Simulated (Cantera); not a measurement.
Source: NASA polynomial tables (part measured, part estimated), evaluated in Cantera. Values are per mole of reaction as written; species without (g) are pure solids or liquids, kept so even where they would boil at 1 bar.

2 NH₃(g) → 3 H₂(g) + 2 N(g), with ΔH° = 1037.3 kJ and ΔS° = 313.5 J/K at 300 K.

Q: How far is the shortcut ΔG° ≈ ΔH°(300 K) − T·ΔS°(300 K) from the full temperature-dependent value at 1900, 1950, 2000, 2050, 2100, 2150, 2200, 2250, 2300, 2350, 2400 K?

A: 
| T (K) | shortcut (kJ) | full (kJ) | difference (kJ) | difference in log10 K |
|---|---|---|---|---|
| 1900 | 441.8 | 369.9 | 71.9 | -1.98 |
| 1950 | 426.1 | 351.4 | 74.7 | -2.00 |
| 2000 | 410.4 | 332.9 | 77.5 | -2.02 |
| 2050 | 394.8 | 314.5 | 80.3 | -2.05 |
| 2100 | 379.1 | 296.0 | 83.1 | -2.07 |
| 2150 | 363.4 | 277.6 | 85.8 | -2.09 |
| 2200 | 347.7 | 259.1 | 88.6 | -2.10 |
| 2250 | 332.1 | 240.7 | 91.4 | -2.12 |
| 2300 | 316.4 | 222.2 | 94.2 | -2.14 |
| 2350 | 300.7 | 203.8 | 97.0 | -2.16 |
| 2400 | 285.0 | 185.3 | 99.7 | -2.17 |
The shortcut ignores the heat-capacity change of the reaction.
